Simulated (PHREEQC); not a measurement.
Consider water at 25 °C with 0.0016 mol/kgw NaHSO4, 0.11 mol/kgw NH3 and 0.026 mol/kgw LiCl. Closed to the air; pH follows from the charge balance.

All values are PHREEQC results (ion-association model, wateq4f.dat), not measurements.

| quantity | before | after |
|---|---|---|
| pH | 10.93 | 10.83 |
| NH4+ (mol/kgw) | 0.00259 | 0.00156 |
| SI of Halite (NaCl) | -6.11 | -6.68 |

Question: Name the change that produced these shifts.
(A) NaHSO4 replaced by NaF at the same molality
(B) diluted 2-fold with water
(C) NH3 from 0.11 to 0.099 mol/kgw
(D) 0.0053 mol/kgw KCl added
(E) NaHSO4 replaced by Na2B4O7 at the same molality

Answer: B, diluted 2-fold with water

Precipitation was switched off in this run.
